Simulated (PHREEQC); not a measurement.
Solution (25 °C): 0.0059 mol MnSO4, 0.2 mol CaCl2 and 0.0019 mol H2SO4 per kg of water. Closed to the air; pH follows from the charge balance.

Equilibrium calculation in PHREEQC: ion-association model, wateq4f.dat.

No solid was allowed to form.

Problem. What pH does the model give?

Solution. pH 2.58.

Problem. In which forms is Mn present?

Solution. Mn+2 71 %, MnCl+ 26 %, MnCl2 1.6 %, MnSO4 1.4 % of the Mn.
